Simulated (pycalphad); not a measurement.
Si-Y solution, phase LIQUID, at 1977 °C; mixing quantities and activities refer to the pure elements in the same phase at that temperature, stable or not.

All values are pycalphad results on the COST 507 light-alloy database (1999) (1 atm), not direct measurements. These are 1990s assessments: newer ones move some temperatures and phases.

The enthalpy of mixing at x = 0.5 is -53.16 kJ/mol.

Q: Take a regular solution with Ω = 4 ΔH(0.5). How do its activities of Y, and those of an ideal solution, compare with the assessed ones?

A: Ω = -212.7 kJ/mol, a = x exp[Ω(1 − x)²/RT].

| x(Y) | ideal | regular | assessed | assessed / regular |
|---|---|---|---|---|
| 0.02 | 0.02 | 3.63e-7 | 5.55e-8 | 0.15 |
| 0.05 | 0.05 | 1.75e-6 | 7.05e-7 | 0.40 |
| 0.1 | 0.1 | 1.00e-5 | 1.43e-5 | 1.4 |
| 0.2 | 0.2 | 0.000139 | 0.000851 | 6.1 |
| 0.3 | 0.3 | 0.00114 | 0.0108 | 9.4 |
| 0.4 | 0.4 | 0.00668 | 0.0514 | 7.7 |
| 0.5 | 0.5 | 0.0292 | 0.134 | 4.6 |
| 0.6 | 0.6 | 0.0973 | 0.249 | 2.6 |
| 0.7 | 0.7 | 0.252 | 0.394 | 1.6 |
| 0.8 | 0.8 | 0.508 | 0.583 | 1.1 |
| 0.9 | 0.9 | 0.803 | 0.813 | 1.0 |
| 0.95 | 0.95 | 0.923 | 0.923 | 1.00 |
| 0.98 | 0.98 | 0.976 | 0.975 | 1.00 |
The regular model is symmetric and has no excess entropy; the assessment has an excess entropy of -6.5 J/(mol K) at x = 0.5, and ΔH = -29.11 at x = 0.2 against -31.79 kJ/mol at 0.8.
